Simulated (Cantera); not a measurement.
A freely propagating, adiabatic, planar premixed flame of C2H4 : O2 : N2 : H2O = 1 : 2.73 : 10.3 : 2.4 (molar parts), unburnt at 448 K and 1350 Torr; mixture-averaged transport, grid criteria slope 0.08 and curve 0.16, no radiation.

Cantera simulation using GRI-Mech 3.0 (53 species, 325 reactions); the numbers are that mechanism's predictions, not measurements. GRI-Mech 3.0 was tuned for natural gas; its chemistry of ethylene as a main component is partial and can be far from experiment. Burning velocities carry a grid error of a few per cent, more on coarse grids.

x: mole fraction of selected species; z is measured from the peak of heat release.

```csv
z (mm),T (K),u (m/s),x C2H4,x O2,x H2O,x OH,x CH2CO,x CH4
-0.554,448,0.986,0.0608,0.166,0.146,<1e-8,<1e-8,1.78e-7
-0.370,449,0.988,0.0608,0.166,0.146,<1e-8,6.39e-8,1.54e-6
-0.277,451,0.994,0.0607,0.166,0.146,<1e-8,4.27e-7,6.53e-6
-0.185,471,1.04,0.0601,0.164,0.147,8.90e-8,8.62e-6,5.56e-5
-0.0924,730,1.64,0.0517,0.143,0.163,2.80e-5,0.000356,0.000656
-0.0462,1130,2.58,0.0330,0.109,0.188,0.000339,0.00168,0.00165
0,1528,3.54,0.0108,0.0676,0.212,0.00139,0.00230,0.00174
0.0462,1762,4.10,0.00135,0.0390,0.227,0.00378,0.000695,0.000633
0.0924,1860,4.31,(withheld),(withheld),0.231,(withheld),(withheld),(withheld)
0.185,1940,4.45,7.03e-8,0.0147,0.232,0.00782,3.96e-7,1.03e-6
0.370,2020,4.60,<1e-8,(withheld),0.233,0.00758,<1e-8,<1e-8
0.739,2095,4.75,<1e-8,0.00665,0.239,0.00644,<1e-8,<1e-8
1.48,2155,4.87,<1e-8,0.00412,0.244,0.00502,<1e-8,<1e-8
```

Q: Some entries are withheld; supply them.

A: 
- 0.0924, x C2H4: 6.61e-5
- 0.0924, x O2: 0.0245
- 0.0924, x OH: 0.00622
- 0.0924, x CH2CO: 7.96e-5
- 0.0924, x CH4: 0.000102
- 0.370, x O2: 0.00987
